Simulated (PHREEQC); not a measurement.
Solution (25 °C): 0.011 mol CuSO4 per kg of water. Closed to the air; pH follows from the charge balance.

Equilibrium calculation in PHREEQC: ion-association model, wateq4f.dat.

| quantity | before | after |
|---|---|---|
| pH | 4.88 | 6.87 |
| ionic strength (mol/kgw) | 0.0305 | 0.0294 |
| SO4-2 (mol/kgw) | 0.00762 | 0.00734 |
| HSO4- (mol/kgw) | 6.07e-6 | 6.00e-8 |

### Question
What was changed between the two runs?
A) CuSO4 from 0.011 to 0.0011 mol/kgw
B) CuSO4 replaced by MgSO4 at the same molality
C) 0.00083 mol/kgw PbCl2 added
D) temperature from 25 to 30 °C
E) CuSO4 replaced by Rb2SO4 at the same molality

### Answer
B, CuSO4 replaced by MgSO4 at the same molality

This is a speciation only: nothing precipitates in the calculation. Some of these states are supersaturated (in Antlerite, Brochantite, for instance).
